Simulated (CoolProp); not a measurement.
Vapour pressure (MPa) of 1,2-dichloroethane: the reference equation beside estimates from Tc = 288.4 °C, pc = 5.226 MPa, ω = 0.269. Clausius-Clapeyron is anchored at 112.55 °C with a constant enthalpy of vaporisation of 30.40 kJ/mol.

Model: reference Helmholtz-energy equation of state, Thol 2015, in CoolProp.

| T (°C) | reference | Clausius-Clapeyron | Redlich-Kwong | Soave-Redlich-Kwong |
|---|---|---|---|---|
| 112.55 | 0.2329 | 0.2329 | 0.3884 | 0.2321 |
| 123.75 | 0.3093 | 0.3043 | 0.4953 | 0.3096 |
| 134.95 | ___ | 0.3919 | 0.6219 | 0.4058 |
| 146.15 | 0.5185 | 0.4978 | 0.7700 | 0.5234 |
| 157.45 | 0.6577 | 0.6259 | ___ | 0.6665 |
| 168.65 | 0.8219 | 0.7762 | 1.140 | 0.8358 |
| 179.85 | 1.015 | 0.9524 | 1.363 | 1.035 |
| 191.05 | 1.240 | 1.157 | 1.615 | 1.268 |
| 202.25 | 1.501 | 1.393 | 1.896 | ___ |

Task: Fill in the missing entries.

Result: 
- 134.95, reference: 0.4037
- 157.45, Redlich-Kwong: 0.9429
- 202.25, Soave-Redlich-Kwong: 1.538

Absolute difference from the reference over all 9 rows, mean and median: Clausius-Clapeyron 4.3 and 4.8 %, Redlich-Kwong 44.7 and 43.4 %, Soave-Redlich-Kwong 1.3 and 1.3 %.
